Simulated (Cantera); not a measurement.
A Cantera script and what it prints.

```python
import numpy as np
import cantera as ct

gas_names = """
    Electron C C+ C- CO CO+ CO2 CO2+ C2 C2+ C2- C2O C3 C3O2 C4 C5 O O+ O- O2 O2+ O2- O3
""".split()
cond_names = """
    C(gr)
""".split()


# ... load() reads the species with a 1 bar reference pressure and builds the phases ...
atoms = {
    'CO2': {'C': 1, 'O': 2},
    'O2': {'O': 2},
}
top_T = {'C(gr)': 4500}  # K; cautious upper limits of use, not melting points


# ... equilibrate(T, P, feed) seeds the gas with the atoms and calls Mixture.equilibrate('TP', solver="vcs", rtol=1e-11, max_steps=5000) ...
results = []
feed = {'CO2': 1, 'O2': 0.81}  # mol
P = 7400  # Pa
for T in [3000, 3250, 3500, 3750, 4000, 4250, 4500, 4750, 5000]:
    mix = equilibrate(T, P, feed)
    results.append((T, P, feed, dict(zip(mix.species_names, mix.species_moles))))

top = {s: max(r[3][s] / sum(r[3][g] for g in gas_names) for r in results) for s in gas_names}
cols = sorted((s for s in top if top[s] > 0.0001), key=lambda s: -top[s])[:6]
seen = [c for c in cond_names if any(r[3].get(c, 0) > 1e-12 for r in results)]
print("log10 of partial pressures in bar; condensed amounts in mol")
print(f"{'T/K':>10s}" + "".join(f"{s[:9]:>10s}" for s in cols + seen))
for T, P, feed, n in results:
    ng = sum(n[g] for g in gas_names)
    print(f"{T:10.4g}" + "".join(f"{np.log10(max(n[s] / ng * P / 1e5, 1e-99)):10.3f}" for s in cols)
          + "".join(f"{n.get(c, 0):10.4g}" for c in seen))
```

Output:

```
log10 of partial pressures in bar; condensed amounts in mol
       T/K         O        O2        CO       CO2         C
      3000    -1.742    -1.591    -1.690    -2.007   -11.594
      3250    -1.497    -1.790    -1.653    -2.433   -10.332
      3500    -1.363    -2.112    -1.664    -2.916    -9.217
      3750    -1.305    -2.508    -1.678    -3.397    -8.194
      4000    -1.284    -2.914    -1.685    -3.840    -7.264
      4250    -1.277    -3.294    -1.687    -4.238    -6.428
      4500    -1.274    -3.640    -1.689    -4.594    -5.678
      4750    -1.272    -3.952    -1.689    -4.913    -5.004
      5000    -1.272    -4.234    -1.690    -5.200    -4.397
```

These are equilibrium values from Cantera (NASA tables, ideal gas, pure condensed phases), not measurements of a reactor.
